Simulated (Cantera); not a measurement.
A closed system holds: 1 mol SiCl4, a varied amount of H2, 1.4 mol Cl2, equilibrated at 998 K and 1.00 bar.

Equilibrium computed with Cantera from the NASA thermochemical tables; the gas is ideal and each condensed phase is pure. Candidate condensed phases: Si; 19 gas species. Rates play no part.

Task: At 0.97 mol H2, list the 4 most abundant gas species with their mole fractions, and the condensed phases.

Result: HCl 0.576, SiCl4 0.297, Cl2 0.128, Cl 0.000135. Condensed: gas only.
